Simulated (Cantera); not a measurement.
Input: 1 mol Si3N4, a varied amount of Cl2, 1.7 mol N2, at 925 °C and 13300 Pa.

These are equilibrium values from Cantera (NASA tables, ideal gas, pure condensed phases), not measurements of a reactor. Candidate condensed phases: Si, Si3N4; 13 gas species. Kinetics and transport are ignored.

Which condensed phases are stable at each of these points (n(Cl2) (mol)): 5.9, 10, 14, 18, 23, 27, 31, 35, 39?


```csv
n(Cl2) (mol),condensed phases,Si condensed (%)
5.9,Si3N4(s),1.5
10,gas only,0.0
14,gas only,0.0
18,gas only,0.0
23,gas only,0.0
27,gas only,0.0
31,gas only,0.0
35,gas only,0.0
39,gas only,0.0
```

At 5.9 mol Cl2 the condensed part is Si3N4(s). From 10 mol Cl2 to 39 mol Cl2 nothing is condensed.
